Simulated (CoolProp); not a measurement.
A single-stage vapour-compression cycle with the fluoroketone C6F12O (FK-5-1-12): evaporating at 319.15 K (dew point), condensing at 372.15 K (bubble point), superheat 10 K, subcooling 2 K, compressor efficiency 0.7, no pressure losses. Each further row changes one setting.

Model: reference Helmholtz-energy equation of state, McLinden 2015, in CoolProp.

```json
[
 {"case": "as stated", "cooling COP": "[?]", "pressure ratio": "4.79", "discharge temperature (K)": "372.1", "refrigerating effect (kJ/kg)": "39.2", "volumetric capacity (kJ/m³)": "435"},
 {"case": "evaporating temperature 324.15 K", "cooling COP": "[?]", "pressure ratio": "4.03", "discharge temperature (K)": "372.1", "refrigerating effect (kJ/kg)": "43.3", "volumetric capacity (kJ/m³)": "568"},
 {"case": "condensing temperature 367.15 K", "cooling COP": "[?]", "pressure ratio": "4.23", "discharge temperature (K)": "367.1", "refrigerating effect (kJ/kg)": "45.1", "volumetric capacity (kJ/m³)": "500"},
 {"case": "subcooling 7 K", "cooling COP": "2.72", "pressure ratio": "4.79", "discharge temperature (K)": "372.1", "refrigerating effect (kJ/kg)": "45.1", "volumetric capacity (kJ/m³)": "500"},
 {"case": "superheat 20 K", "cooling COP": "[?]", "pressure ratio": "4.79", "discharge temperature (K)": "372.1", "refrigerating effect (kJ/kg)": "[?]", "volumetric capacity (kJ/m³)": "516"},
 {"case": "compressor efficiency 0.6", "cooling COP": "2.03", "pressure ratio": "4.79", "discharge temperature (K)": "372.1", "refrigerating effect (kJ/kg)": "39.2", "volumetric capacity (kJ/m³)": "435"}
]
```

Task: Fill in the missing entries.

Result: 
- as stated, cooling COP: 2.37
- evaporating temperature 324.15 K, cooling COP: 2.89
- condensing temperature 367.15 K, cooling COP: 2.91
- superheat 20 K, cooling COP: 2.67
- superheat 20 K, refrigerating effect (kJ/kg): 48.2

The compression ends wet for: as stated; evaporating temperature 324.15 K; condensing temperature 367.15 K; subcooling 7 K; superheat 20 K; compressor efficiency 0.6.
